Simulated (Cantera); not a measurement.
What does this Cantera script print?

```python
import numpy as np
import cantera as ct

gas = ct.Solution("gri30.yaml")
gas.TPX = 1325, 400000, {'CH4': 1, 'CO2': 0.9}
inlet = ct.Reservoir(gas, clone=True)

reactor = ct.IdealGasConstPressureReactor(gas, energy="off", clone=False)
exhaust = ct.Reservoir(gas, clone=True)
tau = [2.2, 0.94, 0.39, 0.16, 0.069, 0.029, 0.012, 0.005][0]
for a, b in ((inlet, reactor), (reactor, exhaust)):
    ct.MassFlowController(a, b, mdot=lambda t: reactor.mass / tau)
net = ct.ReactorNet([reactor])
show = ['CH4', 'CO2', 'C2H2', 'H2O', 'OH', 'O2']

rows = []
print(f"{'tau/s':>10s}{'T/K':>9s}" + "".join(f"{s:>11s}" for s in show))
for tau in [2.2, 0.94, 0.39, 0.16, 0.069, 0.029, 0.012, 0.005]:
    net.initial_time = 0.0
    net.advance(30 * tau)
    before = gas.X
    net.advance(40 * tau)
    drift = np.max(np.abs(gas.X - before) / (gas.X + 1e-9))
    rows.append([gas.T, *gas[show].X, drift])
    print(f"{tau:10.3e}{gas.T:9.1f}" + "".join(f"{x:11.3e}" for x in gas[show].X))
```

It prints:

```
     tau/s      T/K        CH4        CO2       C2H2        H2O         OH         O2
 2.200e+00   1325.0  4.595e-01  4.393e-01  1.469e-02  1.645e-02  4.241e-10  2.297e-15
 9.400e-01   1325.0  4.946e-01  4.613e-01  6.454e-03  4.142e-03  1.497e-10  1.123e-15
 3.900e-01   1325.0  5.128e-01  4.698e-01  1.993e-03  8.070e-04  5.005e-11  3.468e-16
 1.600e-01   1325.0  5.211e-01  4.726e-01  3.968e-04  1.331e-04  1.663e-11  7.450e-17
 6.900e-02   1325.0  5.242e-01  4.734e-01  5.727e-05  2.415e-05  6.418e-12  1.556e-17
 2.900e-02   1325.0  5.255e-01  4.736e-01  5.451e-06  4.952e-06  3.016e-12  3.638e-18
 1.200e-02   1325.0  5.260e-01  4.737e-01  4.258e-07  1.335e-06  1.938e-12  1.096e-18
 5.000e-03   1325.0  5.262e-01  4.737e-01  3.657e-08  4.578e-07  1.587e-12  4.000e-19
```

Cantera simulation using GRI-Mech 3.0 (53 species, 325 reactions); the numbers are that mechanism's predictions, not measurements.
